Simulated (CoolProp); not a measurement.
Vapour pressure (MPa) of R1224YDZ: the reference equation beside estimates from Tc = 155.5 °C, pc = 3.334 MPa, ω = 0.325. Clausius-Clapeyron is anchored at 38.75 °C with a constant enthalpy of vaporisation of 23.38 kJ/mol.

Values from CoolProp's reference Helmholtz-energy equation of state, Akasaka 2023.

```json
[
 {"T (°C)": "33.05", "reference": "[?]", "Clausius-Clapeyron": "0.1981", "van der Waals": "0.7402", "Soave-Redlich-Kwong": "0.1944", "Peng-Robinson": "0.1935"},
 {"T (°C)": "38.75", "reference": "0.2343", "Clausius-Clapeyron": "0.2343", "van der Waals": "0.8116", "Soave-Redlich-Kwong": "0.2344", "Peng-Robinson": "0.2329"},
 {"T (°C)": "44.45", "reference": "0.2799", "Clausius-Clapeyron": "0.2754", "van der Waals": "0.8872", "Soave-Redlich-Kwong": "0.2804", "Peng-Robinson": "0.2781"},
 {"T (°C)": "50.15", "reference": "0.3321", "Clausius-Clapeyron": "0.3219", "van der Waals": "[?]", "Soave-Redlich-Kwong": "0.3331", "Peng-Robinson": "0.3299"},
 {"T (°C)": "55.85", "reference": "0.3913", "Clausius-Clapeyron": "0.3743", "van der Waals": "1.052", "Soave-Redlich-Kwong": "0.3930", "Peng-Robinson": "0.3888"},
 {"T (°C)": "61.55", "reference": "0.4582", "Clausius-Clapeyron": "[?]", "van der Waals": "1.141", "Soave-Redlich-Kwong": "0.4608", "Peng-Robinson": "0.4554"},
 {"T (°C)": "67.25", "reference": "[?]", "Clausius-Clapeyron": "[?]", "van der Waals": "1.235", "Soave-Redlich-Kwong": "0.5371", "Peng-Robinson": "0.5304"},
 {"T (°C)": "72.95", "reference": "0.6174", "Clausius-Clapeyron": "0.5710", "van der Waals": "1.333", "Soave-Redlich-Kwong": "0.6226", "Peng-Robinson": "0.6145"}
]
```

Task: Complete the blanks.

Result: 
- 33.05, reference: 0.1945
- 50.15, van der Waals: 0.9672
- 61.55, Clausius-Clapeyron: 0.4329
- 67.25, reference: 0.5334
- 67.25, Clausius-Clapeyron: 0.4984

Absolute difference from the reference over all 8 rows, mean and median: Clausius-Clapeyron 3.8 and 3.7 %, van der Waals 187.6 and 180.0 %, Soave-Redlich-Kwong 0.4 and 0.4 %, Peng-Robinson 0.6 and 0.6 %.
